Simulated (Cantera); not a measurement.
Feed: 1 mol V, 0.033 mol H₂O, 440 mol H₂, at 1.00 Torr.

Cantera equilibrium calculation (NASA polynomials, part measured and part estimated; ideal gas, pure solids and liquids). Candidate condensed phases: H₂O, V, VO, V₂O₃, V₂O₄, V₂O₅; 12 gas species. Mutual solubility and eutectic melting of coexisting phases are not modelled. VO: taken at fixed stoichiometry. Condensed phases not in the tables: N, O or C dissolved in the metal. The numbers say what is thermodynamically allowed, not how fast it happens.

x: gas mole fraction; n: condensed amount in mol.

| T (°C) | x H₂ | x H | x V | x H₂O | x VO | x VO₂ | x OH | n V(s) | n VO(s) |
|---|---|---|---|---|---|---|---|---|---|
| 777 | 1.00 | 2.22e-7 | <1e-12 | 3.47e-8 | <1e-12 | <1e-12 | <1e-12 | 0.967 | 0.0330 |
| 852 | 1.000 | 1.22e-6 | <1e-12 | 1.32e-7 | <1e-12 | <1e-12 | <1e-12 | 0.967 | 0.0329 |
| 927 | 1.000 | 5.40e-6 | 2.37e-12 | 4.22e-7 | <1e-12 | <1e-12 | <1e-12 | 0.967 | 0.0328 |
| 1002 | 1.000 | 2.02e-5 | 4.84e-11 | 1.16e-6 | 2.05e-11 | <1e-12 | <1e-12 | 0.968 | 0.0325 |
| 1077 | 1.000 | 6.53e-5 | 7.06e-10 | 2.85e-6 | 3.42e-10 | 5.11e-12 | 3.02e-12 | 0.968 | 0.0317 |
| 1152 | 1.000 | 0.000187 | 7.74e-9 | 6.30e-6 | 4.21e-9 | 8.35e-11 | 2.58e-11 | 0.970 | 0.0302 |
| 1227 | 1.000 | 0.000482 | 6.66e-8 | 1.28e-5 | 3.99e-8 | 1.02e-9 | 1.76e-10 | 0.973 | 0.0273 |
| 1302 | 0.999 | 0.00114 | 4.66e-7 | 2.42e-5 | 3.02e-7 | 9.64e-9 | 1.00e-9 | 0.977 | 0.0222 |
| 1377 | 0.997 | … | … | … | … | … | … | 0.985 | … |
| 1452 | 0.995 | … | … | … | … | … | … | 0.990 | 0 |
| 1527 | 0.990 | 0.00976 | 5.93e-5 | 5.26e-5 | 2.10e-5 | 5.26e-7 | 3.42e-8 | 0.964 | 0 |
| 1602 | 0.982 | 0.0178 | 0.000229 | 3.57e-5 | 3.75e-5 | 4.86e-7 | 5.05e-8 | 0.881 | 0 |
| 1677 | 0.968 | 0.0309 | 0.000795 | 2.04e-5 | 5.27e-5 | 3.04e-7 | 5.92e-8 | 0.621 | 0 |

Fill in the missing entries.


- 1377, x H: 0.00248
- 1377, x V: 2.72e-6
- 1377, x H₂O: 4.28e-5
- 1377, x VO: 1.89e-6
- 1377, x VO₂: 7.36e-8
- 1377, x OH: 4.82e-9
- 1377, n VO(s): 0.0132
- 1452, x H: 0.00507
- 1452, x V: 1.36e-5
- 1452, x H₂O: 6.50e-5
- 1452, x VO: 9.05e-6
- 1452, x VO₂: 3.81e-7
- 1452, x OH: 1.83e-8
